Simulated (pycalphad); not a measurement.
An equivalent pycalphad script:

```python
from pycalphad import Database, equilibrium, calculate, variables as v
import numpy as np
db = Database('COST507.tdb')
comps = ['CU', 'SI', 'VA']
phases = ['BCC_A2', 'CU19SI6_ETA', 'CU33SI7_DELTA', 'CU4SI_EPSILON', 'CU56SI11_GAMMA', 'DIAMOND_A4', 'FCC_A1', 'HCP_A3', 'LIQUID']
eq = equilibrium(db, comps, phases, {v.X('SI'): 0.0008, v.T: np.arange(2250, 499, -75), v.P: 101325, v.N: 1}, output=['HM', 'SM'])
```

Computed with pycalphad from the COST 507 light-alloy database (1999), at 1 atm. The database dates from 1999; later assessments differ in places, in temperatures and in the compounds included. Phase fractions are per mole of atoms. Diffusion is slow at the low end, where real alloys seldom reach equilibrium.

Results at three of the temperatures:

```
T = 1725.00 K, P = 101325 Pa, N = 1 mol of atoms
G = -103614 J/mol, H = 54014 J/mol, S = 91.38 J/(mol K)  (SER reference)
chemical potentials (J/mol): Cu -103546, Si -188314
phase             fraction      x(Cu)      x(Si)
LIQUID              1.0000     0.9992     0.0008
```

```
T = 1575.00 K, P = 101325 Pa, N = 1 mol of atoms
G = -90118 J/mol, H = 49307 J/mol, S = 88.52 J/(mol K)  (SER reference)
chemical potentials (J/mol): Cu -90050, Si -175044
phase             fraction      x(Cu)      x(Si)
LIQUID              1.0000     0.9992     0.0008
```

```
T = 1275.00 K, P = 101325 Pa, N = 1 mol of atoms
G = -65311 J/mol, H = 26850 J/mol, S = 72.28 J/(mol K)  (SER reference)
chemical potentials (J/mol): Cu -65256, Si -133194
phase             fraction      x(Cu)      x(Si)
FCC_A1              1.0000     0.9992     0.0008
```

Changes of the phase set, refined by bisection:

```
T (K)      phases above     phases below
------  ---------------  ---------------
1357.1           LIQUID  FCC_A1 + LIQUID
1356.0  FCC_A1 + LIQUID           FCC_A1
```

FCC_A1 is fcc. The hcp model here describes the intermediate κ phase of Cu-Si.
